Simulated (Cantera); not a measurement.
Input (Python, Cantera):

```python
import numpy as np
import cantera as ct

gas = ct.Solution("gri30.yaml")


def delay(T, t_max=10):
    gas.TPX = T, 69000, {'CH4': 0.62, 'O2': 2.15, 'N2': 8.09}
    reactor = ct.IdealGasConstPressureReactor(gas, clone=False)
    net = ct.ReactorNet([reactor])
    net.rtol, net.atol = 1e-8, 1e-16
    while net.time < t_max:
        t_old, T_old = net.time, reactor.T
        net.step()
        if reactor.T > T + 400:  # ignition: a rise of 400 K
            return t_old + (T + 400 - T_old) / (reactor.T - T_old) * (net.time - t_old)
    return np.nan


taus = []
for T in [1250, 1325, 1400, 1475, 1550, 1625]:
    taus.append(delay(T))
    print(f"T0 = {T:6g} K   tau = {taus[-1]:.4e} s")
```

Result:

```
T0 =   1250 K   tau = 2.2966e-02 s
T0 =   1325 K   tau = 8.5987e-03 s
T0 =   1400 K   tau = 3.5657e-03 s
T0 =   1475 K   tau = 1.6468e-03 s
T0 =   1550 K   tau = 8.4313e-04 s
T0 =   1625 K   tau = 4.7074e-04 s
```

Computed with Cantera and GRI-Mech 3.0 (53 species, 325 reactions).
